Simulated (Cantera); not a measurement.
Feed: 1 mol SiCl4, 25 mol N2, at 925 K and 0.170 bar.

Equilibrium computed with Cantera from the NASA thermochemical tables; the gas is ideal and each condensed phase is pure. Candidate condensed phases: Si, Si3N4; 13 gas species. Kinetics and transport are ignored.

Base state: N2 0.962, SiCl4 0.0385 (mole fractions); condensed: gas only.

**Question.** What changes in the equilibrium state with this change: 0.66 mol O2 added?

**Answer.** 
```tsv
species	before	after
N2	0.962	0.938
Cl2	9.47e-9	0.0495
SiCl4	0.0385	0.0128
Cl	2.73e-8	6.24e-5
SiO2(β-quartz), mol	0	0.660
```
Further candidate phases: SiO2, Si2N2O.
